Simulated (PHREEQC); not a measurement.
Consider water at 25 °C with 0.001 mol/kgw CuSO4, 4.8e-05 mol/kgw HBF4 and 0.0024 mol/kgw KCl. Closed to the air; pH follows from the charge balance.

Computed with PHREEQC (ion-association model, phreeqc.dat).

Each row changes one thing in this solution. No solid was allowed to form.

```json
[
 {"case": "as made", "pH": "3.85", "ionic strength (mol/kgw)": "0.00616", "Cu+2 (mol/kgw)": "0.000907", "SO4-2 (mol/kgw)": "0.000893", "CuSO4 (mol/kgw)": "8.65e-5", "HSO4- (mol/kgw)": "9.57e-6"},
 {"case": "KCl left out", "pH": "3.85", "ionic strength (mol/kgw)": "0.00375", "Cu+2 (mol/kgw)": "0.000900", "SO4-2 (mol/kgw)": "0.000892", "CuSO4 (mol/kgw)": "9.76e-5", "HSO4- (mol/kgw)": "1.01e-5"},
 {"case": "KCl from 0.0024 to 0.012 mol/kgw", "pH": "3.86", "ionic strength (mol/kgw)": "0.0158", "Cu+2 (mol/kgw)": "0.000917", "SO4-2 (mol/kgw)": "0.000884", "CuSO4 (mol/kgw)": "6.29e-5", "HSO4- (mol/kgw)": "8.27e-6"},
 {"case": "CuSO4 from 0.001 to 0.0015 mol/kgw", "pH": "3.86", "ionic strength (mol/kgw)": "0.00780", "Cu+2 (mol/kgw)": "0.00132", "SO4-2 (mol/kgw)": "0.00130", "CuSO4 (mol/kgw)": "0.000171", "HSO4- (mol/kgw)": "1.32e-5"},
 {"case": "KCl replaced by NaCl at the same molality", "pH": "3.85", "ionic strength (mol/kgw)": "0.00617", "Cu+2 (mol/kgw)": "0.000907", "SO4-2 (mol/kgw)": "0.000896", "CuSO4 (mol/kgw)": "8.68e-5", "HSO4- (mol/kgw)": "9.60e-6"},
 {"case": "CuSO4 from 0.001 to 0.0005 mol/kgw", "pH": "3.84", "ionic strength (mol/kgw)": "0.00443", "Cu+2 (mol/kgw)": "0.000471", "SO4-2 (mol/kgw)": "0.000463", "CuSO4 (mol/kgw)": "2.55e-5", "HSO4- (mol/kgw)": "5.29e-6"}
]
```

Species that the database lacks are ignored. Real BF4- forms and hydrolyses slowly; the run takes it at equilibrium.
